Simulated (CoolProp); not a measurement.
A single-stage vapour-compression cycle with R11: evaporating at 256.15 K (dew point), condensing at 288.15 K (bubble point), superheat 0 K, subcooling 8 K, compressor efficiency 0.85, no pressure losses. Each further row changes one setting.

Computed with CoolProp (reference Helmholtz-energy equation of state, Jacobsen 1992).

| case | cooling COP | pressure ratio | discharge temperature (K) | refrigerating effect (kJ/kg) | volumetric capacity (kJ/m³) |
|---|---|---|---|---|---|
| as stated | 6.48 | 4.02 | 305.8 | 175 | 209 |
| evaporating temperature 261.15 K | 7.95 | 3.15 | 302.3 | 178 | 266 |
| condensing temperature 283.15 K | 7.79 | 3.31 | 298.7 | 179 | 214 |
| subcooling 13 K | 6.64 | 4.02 | 305.8 | 179 | 214 |
| superheat 10 K | 6.43 | 4.02 | 316.9 | 181 | 207 |
| compressor efficiency 0.75 | 5.72 | 4.02 | 311.8 | 175 | 209 |
